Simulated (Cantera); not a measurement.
Charge: 1 mol PbO, 950 mol H2, at 1848 K and 0.110 bar.

Method: chemical equilibrium by Gibbs-energy minimisation in Cantera with the NASA 1993 tables (ideal gas, pure condensed phases). Candidate condensed phases: H2O, Pb, PbO, PbO2, Pb3O4; 12 gas species. Kinetics and transport are ignored.

Problem. What is the equilibrium state?

Solution. 
| Item | Result |
|---|---|
| x(H2) | 0.996 |
| x(H) | 0.00160 |
| x(Pb) | 0.00105 |
| x(H2O) | 0.00105 |
| gas amount | 951.8 mol |
| log10 activity of Pb(l) (absent) | -3.50 |
